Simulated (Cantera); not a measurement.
**Equilibrium for sublimation and decomposition of ceramics: SiO2 + C + N2**

Charge: 1 mol SiO2, 0.019 mol C, 0.22 mol N2, held at 13.0 Pa.

Cantera equilibrium calculation (NASA polynomials, part measured and part estimated; ideal gas, pure solids and liquids). Candidate condensed phases: C, Si, SiC, SiO2, Si2N2O, Si3N4; 56 gas species. Ions and electrons are included (thermal ionisation). The tables' values for SiO2, SiN are old estimates; treat these amounts as uncertain. Equilibrium is a limit: real reactors are often held back by kinetics, nucleation or transport.

From 2727 °C to 4727 °C nothing is condensed. The main Si-bearing gas is SiO at 2727 °C and Si at 4727 °C.

```json
[
 {"T (°C)": "2727", "log p O": "-4.24", "log p SiO": "-4.23", "log p Si": "-7.14", "log p N": "-7.30", "log p N2": "-4.89", "log p e-": "-9.25", "log p Si+": "-9.26", "log p CO": "-5.95"},
 {"T (°C)": "2977", "log p O": "-4.24", "log p SiO": "-4.24", "log p Si": "-6.06", "log p N": "-6.66", "log p N2": "-4.90", "log p e-": "-8.15", "log p Si+": "-8.15", "log p CO": "-5.96"},
 {"T (°C)": "3227", "log p O": "-4.22", "log p SiO": "-4.31", "log p Si": "-5.21", "log p N": "-6.12", "log p N2": "-4.93", "log p e-": "-7.23", "log p Si+": "-7.23", "log p CO": "-5.98"},
 {"T (°C)": "3477", "log p O": "-4.17", "log p SiO": "-4.55", "log p Si": "-4.69", "log p N": "-5.68", "log p N2": "-5.02", "log p e-": "-6.55", "log p Si+": "-6.55", "log p CO": "-6.03"},
 {"T (°C)": "3727", "log p O": "-4.13", "log p SiO": "-5.04", "log p Si": "-4.49", "log p N": "-5.33", "log p N2": "-5.16", "log p e-": "-6.07", "log p Si+": "-6.07", "log p CO": "-6.10"},
 {"T (°C)": "3977", "log p O": "-4.12", "log p SiO": "-5.63", "log p Si": "-4.46", "log p N": "-5.06", "log p N2": "-5.37", "log p e-": "-5.72", "log p Si+": "-5.72", "log p CO": "-6.13"},
 {"T (°C)": "4227", "log p O": "-4.13", "log p SiO": "-6.23", "log p Si": "-4.48", "log p N": "-4.90", "log p N2": "-5.71", "log p e-": "-5.43", "log p Si+": "-5.43", "log p CO": "-6.18"},
 {"T (°C)": "4477", "log p O": "-4.15", "log p SiO": "-6.79", "log p Si": "-4.53", "log p N": "-4.84", "log p N2": "-6.18", "log p e-": "-5.19", "log p Si+": "-5.19", "log p CO": "-6.30"},
 {"T (°C)": "4727", "log p O": "-4.16", "log p SiO": "-7.35", "log p Si": "-4.61", "log p N": "-4.83", "log p N2": "-6.70", "log p e-": "-4.99", "log p Si+": "-4.99", "log p CO": "-6.58"}
]
```
log p: log10 of the partial pressure in bar; nothing condenses.
